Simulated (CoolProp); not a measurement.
A single-stage vapour-compression cycle with the fluid: evaporating at 262.15 K (dew point), condensing at 315.15 K (bubble point), superheat 2 K, subcooling 0 K, compressor efficiency 0.8, no pressure losses. The same conditions are run with several fluids, on thermodynamics alone (safety and materials aside).

Values from CoolProp's reference Helmholtz-energy equation of state of each fluid (dimethyl ether: Wu 2011; R1233zd(E): Akasaka 2022; chlorine: Thol 2021; isobutene: Lemmon 2005; propane: Lemmon 2009; R21: Platzer 1990). The equations of Platzer and Polt are older, rougher fits.

```csv
fluid,cooling COP,pressure ratio,discharge temperature (K),refrigerating effect (kJ/kg),volumetric capacity (kJ/m³)
dimethyl ether,3.18,5.26,344.3,325,1280
R1233zd(E),3.21,7.87,328.1,147,260
chlorine,3.19,4.75,413.9,222,1900
isobutene,3.15,5.73,327.3,275,630
propane,2.92,4.29,331.5,253,1850
R21,3.34,7.17,365.5,196,410
```
